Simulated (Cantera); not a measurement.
Input: 1 mol CH3Cl, 0.093 mol H2, held at 3523 K and 0.180 bar.

Equilibrium computed with Cantera from the NASA thermochemical tables; the gas is ideal and each condensed phase is pure. The tables' values for CCl are old estimates; treat these amounts as uncertain. The numbers say what is thermodynamically allowed, not how fast it happens.

| species | before | after |
|---|---|---|
| H | 0.505 | 0.680 |
| H2 | 0.119 | 0.215 |
| Cl | 0.197 | 0.0482 |
| C3 | 0.0557 | 0.00987 |
| HCl | 0.0700 | 0.0230 |
| C2H | 0.0160 | 0.00678 |
| C | 0.0128 | 0.00717 |
| C2H2 (acetylene) | 0.0116 | 0.00666 |
| C5 | 0.00171 | 9.55e-5 |
| C6H2 | 2.10e-5 | 1.19e-6 |
| Cl2 | 1.66e-5 | 9.89e-7 |
| C4 | 0.000449 | 4.47e-5 |
| C2HCl | 0.000253 | 2.62e-5 |
| CCl | 7.69e-5 | 1.05e-5 |
Gas species are given as mole fractions.

Question: What was changed between the two runs?
(A) temperature from 3523 K to 2998 K
(B) temperature from 3523 K to 2325 K
(C) H2 from 0.093 to 6.6 mol
(D) temperature from 3523 K to 2998.15 K

Answer: C, H2 from 0.093 to 6.6 mol
